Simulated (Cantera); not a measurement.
Input: 1 mol HMDSO, 4.3 mol N₂O, 0.59 mol H₂, equilibrated at 21.0 mbar.

These are equilibrium values from Cantera (NASA tables, ideal gas, pure condensed phases), not measurements of a reactor. Candidate condensed phases: C, C₆H₆, C₇H₈, C₈H₁₈, H₂O, Si, SiC, SiO₂, Si₂N₂O, Si₃N₄; 151 gas species. The feed counts by its element totals alone. Equilibrium is a limit: real reactors are often held back by kinetics, nucleation or transport.

Task: At 1400 K, list the 5 most abundant gas species with their mole fractions, and the condensed phases.

Result: H₂ 0.558, CO 0.250, N₂ 0.192, HCN 0.000162, CH₄ 2.82e-5. Condensed: C(graphite) + Si₂N₂O(s).
